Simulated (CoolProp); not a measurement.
Vapour-liquid equilibrium of o-xylene (1) + n-nonane (2) at 74.95 °C; x and y are mole fractions of (1).

Computed with CoolProp (multi-fluid Helmholtz-energy mixture model, Zhou 2012 and Lemmon 2006; pair parameters Bell 2016).

### Question
Give the bubble pressure and the first vapour's composition at x = 0.425, 0.575, 0.875. Is there an azeotrope?

### Answer
x = 0.425: 0.009536 MPa, y = 0.509; x = 0.575: 0.009915 MPa, y = 0.636; x = 0.875: 0.01034 MPa, y = 0.882. No azeotrope shows between x = 0.05 and 0.95.

Pair parameters are fitted to limited data, so mixtures are less certain than the pure fluids.
